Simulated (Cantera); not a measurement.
An adiabatic, constant-volume homogeneous reactor starts with H₂ : O₂ : N₂ : H₂O = 1 : 0.847 : 3.19 : 0.25 (molar parts), equivalence ratio 0.59, at 998 K and 1.60 bar. Integrator tolerance rtol = 1e-08.

Detailed kinetics in Cantera: the H2/O2 subset of GRI-Mech 3.0, which has no nitrogen chemistry.

Question: What does this change do: pressure from 1.60 bar to 1.30 bar?

Answer: 
```csv
quantity,before,after
time of steepest temperature rise,13.6 ms,8.23 ms
temperature at 8.00 s,2529 K,2523 K
equilibrium temperature,2529 K,2523 K
x(H₂) at 8.00 s,0.00338 (gas-phase equilibrium 0.00338),0.00364 (gas-phase equilibrium 0.00364)
x(O₂) at 8.00 s,0.0693 (gas-phase equilibrium 0.0693),0.0692 (gas-phase equilibrium 0.0692)
x(H₂O) at 8.00 s,0.249 (gas-phase equilibrium 0.249),0.248 (gas-phase equilibrium 0.248)
x(OH) at 8.00 s,0.0137 (gas-phase equilibrium 0.0137),0.0141 (gas-phase equilibrium 0.0141)
x(H) at 8.00 s,0.000870 (gas-phase equilibrium 0.000870),0.000975 (gas-phase equilibrium 0.000975)
x(HO₂) at 8.00 s,1.47e-5 (gas-phase equilibrium 1.47e-5),1.37e-5 (gas-phase equilibrium 1.37e-5)
x(O) at 8.00 s,0.00230 (gas-phase equilibrium 0.00230),0.00248 (gas-phase equilibrium 0.00248)
```

Question: What does this change do: initial temperature 998 to 1173 K?

Answer: 
```
quantity                                                              before                                    after
---------------------------------  -----------------------------------------  ---------------------------------------
time of steepest temperature rise                                    13.6 ms                                  42.5 µs
temperature at 8.00 s                                                 2529 K                                   2620 K
equilibrium temperature                                               2529 K                                   2620 K
x(H₂) at 8.00 s                      0.00338 (gas-phase equilibrium 0.00338)  0.00536 (gas-phase equilibrium 0.00536)
x(O₂) at 8.00 s                        0.0693 (gas-phase equilibrium 0.0693)    0.0684 (gas-phase equilibrium 0.0684)
x(H₂O) at 8.00 s                         0.249 (gas-phase equilibrium 0.249)      0.243 (gas-phase equilibrium 0.243)
x(OH) at 8.00 s                        0.0137 (gas-phase equilibrium 0.0137)    0.0182 (gas-phase equilibrium 0.0182)
x(H) at 8.00 s                     0.000870 (gas-phase equilibrium 0.000870)  0.00170 (gas-phase equilibrium 0.00170)
x(HO₂) at 8.00 s                     1.47e-5 (gas-phase equilibrium 1.47e-5)  1.74e-5 (gas-phase equilibrium 1.74e-5)
x(O) at 8.00 s                       0.00230 (gas-phase equilibrium 0.00230)  0.00371 (gas-phase equilibrium 0.00371)
```
